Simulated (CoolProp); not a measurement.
Vapour-liquid equilibrium of R125 (1) + R227EA (2) at 10.9 bar; x and y are mole fractions of (1).

Computed with CoolProp (multi-fluid Helmholtz-energy mixture model, Lemmon 2005 and Lemmon 2016; pair parameters Bell 2016).

| x | bubble temperature (K) | y at the bubble point | dew temperature at overall composition x (K) | liquid density (mol/L) |
|---|---|---|---|---|
| 0.05 | 327.3 | 0.094 | 328.6 | 7.405 |
| 0.2 | 319.5 | 0.340 | 324.1 | 7.845 |
| 0.35 | 312.5 | 0.535 | 319.2 | 8.289 |
| 0.5 | 306.1 | 0.688 | 313.8 | 8.738 |
| 0.65 | 300.5 | 0.807 | 307.8 | 9.195 |
| 0.8 | 295.4 | 0.902 | 300.8 | 9.664 |
| 0.95 | 290.9 | 0.978 | 292.6 | 10.15 |

No azeotrope shows between x = 0.05 and 0.95.

The pair parameters rest on a limited set of measurements; away from them the model extrapolates.
